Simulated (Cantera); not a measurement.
Input: 1 mol Si, 3.9 mol N2O, 100 mol N2, 0.04 mol CO2, equilibrated at 1025 K and 0.220 Pa.

Method: chemical equilibrium by Gibbs-energy minimisation in Cantera with the NASA 1993 tables (ideal gas, pure condensed phases). Candidate condensed phases: C, Si, SiC, SiO2, Si2N2O, Si3N4; 34 gas species. Equilibrium is a limit: real reactors are often held back by kinetics, nucleation or transport.

Base state: N2 0.991, O2 0.00905, CO2 0.000381 (mole fractions); condensed: SiO2(β-quartz).

Problem. What changes in the equilibrium state with this change: N2O from 3.9 to 0.45 mol?

Solution. 
| species | before | after |
|---|---|---|
| N2 | 0.991 | 1.000 |
| CO | <1e-9 | 0.000300 |
| O2 | 0.00905 | <1e-9 |
| CO2 | 0.000381 | <1e-9 |
| SiO2(β-quartz), mol | 1.00 | 0 |
| C(graphite), mol | 0 | 0.0100 |
| Si2N2O(s), mol | 0 | 0.500 |
